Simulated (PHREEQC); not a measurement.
0.055 g of hydrous ferric oxide (600 m²/g; 0.2 weak and 0.005 strong sites per Fe, Dzombak-Morel constants, diffuse double layer) in 1 kg of water with 0.3 mol/kgw of an inert sodium salt and 0.0039 mmol/kgw PbCl2 and 0.00033 mmol/kgw Ag2SO4, at 25 °C; the pH is set by adding NaOH or the inert anion's acid. Oxygen is held at 0.21 atm. The system is closed to CO2. Nothing may precipitate in this run.

Computed with PHREEQC (ion-association model, wateq4f.dat).

```csv
pH,Pb sorbed (%),S sorbed (%),Ag sorbed (%),surface charge σ (C/m²),surface potential ψ (mV)
4,13.8,51.3,0.0,0.348,123
4.38,36.3,46.5,0.0,0.327,120
4.75,58.3,38.7,0.0,0.296,115
5.12,72.2,28.2,0.0,0.257,108
5.5,80.6,17.0,0.0,0.212,98
5.88,88.8,8.5,0.0,0.169,87
6.25,95.8,3.7,0.1,0.132,75
6.62,98.8,1.4,0.2,0.099,62
7,99.7,0.5,0.5,0.069,48
7.38,99.9,0.2,1.3,0.044,33
7.75,100.0,0.0,3.0,0.023,18
8.12,100.0,0.0,6.8,0.003,2
8.5,100.0,0.0,14.6,-0.018,-14
8.88,100.0,0.0,28.1,-0.040,-30
9.25,100.0,0.0,46.2,-0.064,-45
9.62,100.0,0.0,64.6,-0.092,-59
10,100.0,0.0,79.3,-0.125,-73
```
